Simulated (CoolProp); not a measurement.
Properties of C2F6 (R116) at several states.

Values from CoolProp's reference Helmholtz-energy equation of state, Lemmon 2006. It is a short technical equation, of lower accuracy than the large ones.

```tsv
T (K)	p (kPa)	phase	Z	expansivity (1/kK)
398.8	31.2	gas	0.9989	2.519
247.4	5700	liquid	0.2750	3.797
218.7	4590	liquid	0.2288	3.001
274.4	1650	gas	0.7022	12.25
```
